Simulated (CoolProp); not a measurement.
Computed with CoolProp (reference Helmholtz-energy equation of state, Fiedler 2023).

Problem. For tetrahydrofuran, give the phase and the density (kg/m³), cp (kJ/(kg K)), cv (kJ/(kg K)), expansivity (1/kK) at -32.45 °C and 235 kPa; -17.65 °C and 235 kPa; 4.45 °C and 235 kPa.

Solution. 
- -32.45 °C and 235 kPa: liquid; density 944, cp 1.55, cv 1.05, expansivity 1.12
- -17.65 °C and 235 kPa: liquid; density 928, cp 1.59, cv 1.08, expansivity 1.15
- 4.45 °C and 235 kPa: liquid; density 905, cp 1.65, cv 1.14, expansivity 1.19
